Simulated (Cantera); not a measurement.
A diamond (100) surface in a fixed gas of H2 with x(CH4) = 0.0058, x(CH3) = 7.8e-05, at 1198 K, 0.0150 bar; coverages are run to steady state.

Detailed kinetics in Cantera: the Harris–Goodwin 1993 mechanism for the reconstructed diamond (100) surface.

θ: site fractions in the mechanism's names (c6HH fully hydrogenated, c6H* and c6*H radical sites, c6** diradical, c6HM methylated).

```json
[
 {"x(H)": "0.0001", "growth (µm/h)": "0.0119", "θ c6HH": "0.617", "θ c6H*": "0.0271", "θ c6*H": "0.349", "θ c6**": "0.00503", "θ c6HM": "0.000228"},
 {"x(H)": "0.0002", "growth (µm/h)": "0.0269", "θ c6HH": "0.546", "θ c6H*": "0.0319", "θ c6*H": "0.411", "θ c6**": "0.00960", "θ c6HM": "0.000292"},
 {"x(H)": "0.00041", "growth (µm/h)": "0.0498", "θ c6HH": "0.497", "θ c6H*": "0.0350", "θ c6*H": "0.450", "θ c6**": "0.0155", "θ c6HM": "0.000352"},
 {"x(H)": "0.00084", "growth (µm/h)": "___", "θ c6HH": "0.469", "θ c6H*": "0.0367", "θ c6*H": "0.472", "θ c6**": "___", "θ c6HM": "0.000398"},
 {"x(H)": "0.0017", "growth (µm/h)": "0.114", "θ c6HH": "0.454", "θ c6H*": "0.0375", "θ c6*H": "0.482", "θ c6**": "0.0253", "θ c6HM": "0.000423"},
 {"x(H)": "0.0035", "growth (µm/h)": "0.167", "θ c6HH": "0.446", "θ c6H*": "0.0379", "θ c6*H": "0.487", "θ c6**": "0.0280", "θ c6HM": "0.000426"},
 {"x(H)": "0.0071", "growth (µm/h)": "0.252", "θ c6HH": "0.442", "θ c6H*": "0.0381", "θ c6*H": "0.490", "θ c6**": "0.0295", "θ c6HM": "0.000405"},
 {"x(H)": "0.014", "growth (µm/h)": "___", "θ c6HH": "0.440", "θ c6H*": "0.0382", "θ c6*H": "0.491", "θ c6**": "0.0303", "θ c6HM": "___"},
 {"x(H)": "0.029", "growth (µm/h)": "0.570", "θ c6HH": "0.439", "θ c6H*": "0.0383", "θ c6*H": "0.492", "θ c6**": "0.0307", "θ c6HM": "0.000286"}
]
```

### Question
Complete the blanks.

### Answer

- 0.00084, growth (µm/h): 0.0785
- 0.00084, θ c6**: 0.0212
- 0.014, growth (µm/h): 0.380
- 0.014, θ c6HM: 0.000360
